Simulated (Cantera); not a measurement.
Charge: 1 mol MgSO₄, 8.2 mol H₂O, 0.028 mol CO₂, held at 648.15 K and 1.00 bar.

Method: chemical equilibrium by Gibbs-energy minimisation in Cantera with the NASA 1993 tables (ideal gas, pure condensed phases). Candidate condensed phases: C, C₆H₆, C₇H₈, C₈H₁₈, H₂O, H₂SO₄, Mg, MgCO₃, MgO, Mg(OH)₂, MgS, MgSO₄, S; 130 gas species. The numbers say what is thermodynamically allowed, not how fast it happens.

Base state: H₂O 0.997, CO₂ 0.00340 (mole fractions); condensed: MgSO₄(s).

Problem. What changes in the equilibrium state with this change: temperature from 648.15 K to 2050 K?

Solution. 
```
species        before     after
-------------  ------  --------
H₂O             0.997     0.837
SO₂             <1e-9     0.102
O₂              <1e-9    0.0507
Mg(OH)₂         <1e-9   4.86e-5
OH              <1e-9   0.00527
H₂              <1e-9   0.00155
O               <1e-9  0.000219
SO₃             <1e-9  0.000113
MgSO₄(s), mol    1.00         0
MgO(s), mol         0     1.000
```
